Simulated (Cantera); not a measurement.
Input: 1 mol SiO2, 0.016 mol Si, 4.5 mol H2, at 750 Torr.

Cantera equilibrium calculation (NASA polynomials, part measured and part estimated; ideal gas, pure solids and liquids). Candidate condensed phases: H2O, Si, SiO2; 18 gas species. Mutual solubility and eutectic melting of coexisting phases are not modelled. The tables hold silica as quartz up to 1696 K and as liquid above; real silica turns to tridymite and cristobalite and melts near 1996 K. Rates play no part.

What share of the Si ends up in condensed phases as a function of T (°C), at 1300, 1350, 1400, 1450, 1500, 1550, 1600, 1650?


```json
[
 {"T (°C)": "1300", "Si condensed (%)": "99.2", "as": "Si(s) + SiO2(β-quartz)"},
 {"T (°C)": "1350", "Si condensed (%)": "98.2", "as": "Si(s) + SiO2(β-quartz)"},
 {"T (°C)": "1400", "Si condensed (%)": "96.8", "as": "SiO2(β-quartz)"},
 {"T (°C)": "1450", "Si condensed (%)": "96.8", "as": "SiO2(condensed)"},
 {"T (°C)": "1500", "Si condensed (%)": "96.8", "as": "SiO2(condensed)"},
 {"T (°C)": "1550", "Si condensed (%)": "96.6", "as": "SiO2(condensed)"},
 {"T (°C)": "1600", "Si condensed (%)": "96.4", "as": "SiO2(condensed)"},
 {"T (°C)": "1650", "Si condensed (%)": "95.9", "as": "SiO2(condensed)"}
]
```
